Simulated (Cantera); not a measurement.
Input: 1 mol Cr, 36 mol N2, equilibrated at 2325 °C and 0.0100 bar.

Method: chemical equilibrium by Gibbs-energy minimisation in Cantera with the NASA 1993 tables (ideal gas, pure condensed phases). Candidate condensed phases: Cr, CrN, Cr2N; 4 gas species. The numbers say what is thermodynamically allowed, not how fast it happens.

Base state: N2 0.973, Cr 0.0270 (mole fractions); condensed: gas only.

What changes in the equilibrium state with this change: 0.17 mol H2O added?


| species | before | after |
|---|---|---|
| N2 | 0.973 | 0.962 |
| Cr | 0.0270 | 0.0246 |
| H | 0 | 0.00800 |
| CrO | 0 | 0.00207 |
| O | 0 | 0.00164 |
| NO | 0 | 0.000465 |
| H2 | 0 | 0.000442 |
| OH | 0 | 0.000140 |
Further candidate phases: Cr2O3, H2O.

What changes in the equilibrium state with this change: 0.025 mol NH3 added?


| species | before | after |
|---|---|---|
| N2 | 0.973 | 0.971 |
| Cr | 0.0270 | 0.0270 |
| H | 0 | 0.00197 |
| H2 | 0 | 2.67e-5 |
